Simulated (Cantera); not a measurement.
Input (Python, Cantera):

```python
import numpy as np
import cantera as ct

gas = ct.Solution("h2o2.yaml")
gas.TPX = 1773, 31000, {'H2': 1, 'O2': 0.781, 'N2': 2.94}
reactor = ct.IdealGasConstPressureReactor(gas, energy="on", clone=False)
net = ct.ReactorNet([reactor])
net.rtol, net.atol = 1e-08, 1e-16
show = ['H2', 'O2', 'OH', 'O', 'H2O', 'H', 'H2O2']
times = np.geomspace(5e-06, 1, 15)

steps = ct.SolutionArray(gas, extra=["t"])
rows = []
print(f"{'t/s':>10s}{'T/K':>9s}{'P/Pa':>11s}" + "".join(f"{s:>11s}" for s in show))
for t in times:
    while net.time < t:
        t_next = net.step()
        steps.append(gas.state, t=t_next)
    rows.append([np.interp(t, steps.t, y) for y in (steps.T, steps.P, *steps(*show).X.T)])
    print(f"{t:10.3e}{rows[-1][0]:9.1f}{rows[-1][1]:11.4g}" + "".join(f"{x:11.3e}" for x in rows[-1][2:]))
rate = np.gradient(steps.T, steps.t)
print("integrator steps:", len(steps.t))
if steps.T.max() > steps.T[0] + 200:
    print(f"time of steepest temperature rise: {steps.t[rate.argmax()]:.4e} s")
gas.TPX = 1773, 31000, {'H2': 1, 'O2': 0.781, 'N2': 2.94}
gas.equilibrate("HP")
print(f"equilibrium (HP): T = {gas.T:.1f} K  " + "  ".join(f"{s} {gas[s].X[0]:.3e}" for s in show))
```

Result:

```
       t/s      T/K       P/Pa         H2         O2         OH          O        H2O          H       H2O2
 5.000e-06   1773.0    3.1e+04  2.118e-01  1.654e-01  5.533e-06  4.792e-06  2.232e-05  2.325e-05  8.906e-08
 1.196e-05   1773.6    3.1e+04  2.093e-01  1.643e-01  3.382e-04  2.944e-04  1.684e-03  1.393e-03  1.961e-07
 2.859e-05   1840.8    3.1e+04  3.377e-02  7.052e-02  2.239e-02  4.113e-02  1.272e-01  8.046e-02  3.587e-07
 6.838e-05   1960.0    3.1e+04  3.346e-02  6.823e-02  2.565e-02  3.942e-02  1.334e-01  6.950e-02  2.397e-07
 1.635e-04   2148.3    3.1e+04  3.252e-02  6.565e-02  3.027e-02  3.508e-02  1.433e-01  5.340e-02  1.410e-07
 3.910e-04   2394.2    3.1e+04  2.901e-02  6.300e-02  3.460e-02  2.785e-02  1.582e-01  3.483e-02  9.940e-08
 9.351e-04   2634.9    3.1e+04  2.294e-02  6.115e-02  3.584e-02  1.965e-02  1.756e-01  1.955e-02  1.756e-07
 2.236e-03   2710.5    3.1e+04  2.046e-02  6.075e-02  3.535e-02  1.693e-02  1.818e-01  1.541e-02  2.659e-07
 5.347e-03   2711.7    3.1e+04  2.043e-02  6.074e-02  3.534e-02  1.689e-02  1.819e-01  1.535e-02  2.678e-07
 1.279e-02   2711.7    3.1e+04  2.043e-02  6.074e-02  3.534e-02  1.689e-02  1.819e-01  1.535e-02  2.678e-07
 3.058e-02   2711.7    3.1e+04  2.043e-02  6.074e-02  3.534e-02  1.689e-02  1.819e-01  1.535e-02  2.678e-07
 7.312e-02   2711.7    3.1e+04  2.043e-02  6.074e-02  3.534e-02  1.689e-02  1.819e-01  1.535e-02  2.678e-07
 1.749e-01   2711.7    3.1e+04  2.043e-02  6.074e-02  3.534e-02  1.689e-02  1.819e-01  1.535e-02  2.678e-07
 4.182e-01   2711.7    3.1e+04  2.043e-02  6.074e-02  3.534e-02  1.689e-02  1.819e-01  1.535e-02  2.678e-07
 1.000e+00   2711.7    3.1e+04  2.043e-02  6.074e-02  3.534e-02  1.689e-02  1.819e-01  1.535e-02  2.678e-07
integrator steps: 1039
time of steepest temperature rise: 1.9289e-05 s
equilibrium (HP): T = 2711.7 K  H2 2.043e-02  O2 6.074e-02  OH 3.534e-02  O 1.689e-02  H2O 1.819e-01  H 1.535e-02  H2O2 2.678e-07
```

Model: the H2/O2 subset of GRI-Mech 3.0, which has no nitrogen chemistry, integrated in Cantera.
